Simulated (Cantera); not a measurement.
Source: NASA polynomial tables (part measured, part estimated), evaluated in Cantera. Values are per mole of reaction as written; species without (g) are pure solids or liquids, kept so even where they would boil at 1 bar.

Q: Between 848 and 1348 K, where is each reaction favourable under standard conditions?
- 3 H2(g) + N2(g) ⇌ 2 NH3(g)
- 4 Cr + N2(g) ⇌ 2 Cr2N

A: 
- 3 H2(g) + N2(g) ⇌ 2 NH3(g): ΔG° is 88 kJ at 848 K and 206 kJ at 1348 K; it stays positive (K < 1). ΔH° is -113 kJ and ΔS° -236 J/K at 1348 K.
- 4 Cr + N2(g) ⇌ 2 Cr2N: ΔG° is -124 kJ at 848 K and -57 kJ at 1348 K; it stays negative (K > 1). ΔH° is -232 kJ and ΔS° -130 J/K at 1348 K.
